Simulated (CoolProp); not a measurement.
Vapour-liquid equilibrium of m-xylene (1) + o-xylene (2) at 113.85 °C; x and y are mole fractions of (1).

Computed with CoolProp (multi-fluid Helmholtz-energy mixture model, Zhou 2012 and Zhou 2012; pair parameters Bell 2016).

```
x     bubble pressure (MPa)  y at the bubble point  dew pressure at overall composition x (MPa)  liquid density (mol/L)
----  ---------------------  ---------------------  -------------------------------------------  ----------------------
0.05                0.04220                  0.057                                      0.04216                   7.511
0.15                0.04287                  0.170                                      0.04274                   7.494
0.25                0.04357                  0.280                                      0.04337                   7.476
0.35                0.04430                  0.386                                      0.04404                   7.459
0.45                0.04503                  0.489                                      0.04475                   7.441
0.55                0.04577                  0.589                                      0.04548                   7.424
0.65                0.04650                  0.685                                      0.04624                   7.406
0.75                0.04722                  0.778                                      0.04701                   7.389
0.85                0.04791                  0.868                                      0.04778                   7.371
0.95                0.04858                  0.956                                      0.04853                   7.354
```

No azeotrope shows between x = 0.05 and 0.95.

The pair parameters rest on a limited set of measurements; away from them the model extrapolates.
